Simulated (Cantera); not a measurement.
Charge: 1 mol B₂H₆, 0.53 mol O₂, a varied amount of N₂, at 1827 °C and 51.0 Pa.

Equilibrium computed with Cantera from the NASA thermochemical tables; the gas is ideal and each condensed phase is pure. Candidate condensed phases: B, BN, B₂O₃, B₃O₃H₃, H₂O; 39 gas species. The feed counts by its element totals alone. The tables' values for BH₂ are old estimates; treat these amounts as uncertain. The numbers say what is thermodynamically allowed, not how fast it happens.

Problem. At 3.8 mol N₂, list the 5 most abundant gas species with their mole fractions, and the condensed phases.

Solution. N₂ 0.474, H₂ 0.320, BO 0.0906, H 0.0781, HBO 0.0281. Condensed: B(s).
